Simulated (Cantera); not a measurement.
A closed system holds: 1 mol toluene, 0.98 mol H₂O, 0.22 mol N₂, 36 mol H₂, held at 0.133 bar.

These are equilibrium values from Cantera (NASA tables, ideal gas, pure condensed phases), not measurements of a reactor. Candidate condensed phases: C, C₆H₆, C₇H₈, C₈H₁₈, H₂O; 136 gas species. Kinetics and transport are ignored.

**Question.** At 1727 °C, list the 7 most abundant gas species with their mole fractions, and the condensed phases.

**Answer.** H₂ 0.966, CO 0.0232, N₂ 0.00468, H 0.00438, HCN 0.000991, C₂H₂ (acetylene) 0.000742, HNC 5.63e-5. Condensed: C(graphite).
